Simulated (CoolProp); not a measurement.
Vapour-liquid equilibrium of R1234yf (1) + R227EA (2) at 61.15 °C; x and y are mole fractions of (1).

Computed with CoolProp (multi-fluid Helmholtz-energy mixture model, Lemmon 2022 and Lemmon 2016; pair parameters Bell 2016).

| x | bubble pressure (bar) | y at the bubble point | dew pressure at overall composition x (bar) | liquid density (mol/L) |
|---|---|---|---|---|
| 0.05 | 12.33 | 0.062 | 12.28 | 7.162 |
| 0.15 | 12.80 | 0.181 | 12.67 | 7.258 |
| 0.25 | 13.26 | 0.293 | 13.08 | 7.357 |
| 0.35 | 13.73 | 0.400 | 13.51 | 7.459 |
| 0.45 | 14.19 | 0.502 | 13.95 | 7.564 |
| 0.55 | 14.66 | 0.600 | 14.42 | 7.673 |
| 0.65 | 15.13 | 0.695 | 14.91 | 7.784 |
| 0.75 | 15.61 | 0.786 | 15.42 | 7.898 |
| 0.85 | 16.10 | 0.874 | 15.96 | 8.014 |
| 0.95 | 16.60 | 0.959 | 16.54 | 8.133 |

No azeotrope shows between x = 0.05 and 0.95.

Pair parameters are fitted to limited data, so mixtures are less certain than the pure fluids.
